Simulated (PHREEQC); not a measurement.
3.4 g of hydrous ferric oxide (600 m²/g; 0.2 weak and 0.005 strong sites per Fe, Dzombak-Morel constants, diffuse double layer) in 1 kg of water with 0.1 mol/kgw of an inert sodium salt and 0.007 mol BaCl2 and 0.00051 mol H3BO3, at 25 °C; the pH is set by adding NaOH or the inert anion's acid. O2 is buffered at 0.21 atm. The system is closed to CO2. No solid was allowed to form.

Equilibrium calculation in PHREEQC: ion-association model, wateq4f.dat.

Problem. Predict Ba sorbed (%) at pH = 5, 8, 9, 12.

Solution. 
| pH | Ba sorbed (%) |
|---|---|
| 5 | 0.0 |
| 8 | 3.6 |
| 9 | 19.7 |
| 12 | 50.3 |
